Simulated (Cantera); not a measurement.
# Thermodynamics of silicon oxide and oxynitride deposition, feed SiF₄ + O₂

A closed system holds: 1 mol SiF₄, 5.9 mol O₂, equilibrated at 13.3 mbar.

Cantera equilibrium calculation (NASA polynomials, part measured and part estimated; ideal gas, pure solids and liquids). Candidate condensed phases: Si, SiO₂; 17 gas species. The tables' values for SiF₃, SiO₂ are old estimates; treat these amounts as uncertain. The tables hold silica as quartz up to 1696 K and as liquid above; real silica turns to tridymite and cristobalite and melts near 1996 K. Rates play no part.

```
T (°C)   x O₂  x SiF₄       x O       x F    x SiF₃     x SiO    x SiO₂    x SiF₂  n SiO₂(condensed)
------  -----  ------  --------  --------  --------  --------  --------  --------  -----------------
975     0.855   0.145   5.33e-7   5.33e-8   1.65e-9    <1e-12    <1e-12    <1e-12                  0
1075    0.855   0.145   3.27e-6   3.45e-7   1.99e-8    <1e-12    <1e-12    <1e-12                  0
1175    0.855   0.145   1.56e-5   1.73e-6   1.70e-7    <1e-12  2.92e-11    <1e-12                  0
1275    0.855   0.145   6.11e-5   7.06e-6   1.09e-6  1.63e-11  6.97e-10  4.33e-12                  0
1375    0.855   0.145  0.000203   2.43e-5   5.60e-6  6.73e-10   1.13e-8  9.72e-11                  0
1475    0.854   0.145  0.000587   7.32e-5   2.36e-5   1.77e-8   1.29e-7   1.51e-9                  0
1575    0.854   0.145   0.00152  0.000197   8.45e-5   3.19e-7   1.11e-6   1.71e-8           0.000184
1675    0.851   0.144   0.00355  0.000478  0.000264   4.24e-6   7.62e-6   1.50e-7           0.000286
1775    0.847   0.143   0.00764   0.00107  0.000731   4.24e-5   4.19e-5   1.05e-6                  0
```
x: gas mole fraction; n: condensed amount in mol.

From 975 °C to 1475 °C nothing is condensed. From 1575 °C to 1675 °C the condensed part is SiO₂(condensed). At 1775 °C nothing is condensed. The main Si-bearing gas is SiF₄ throughout.
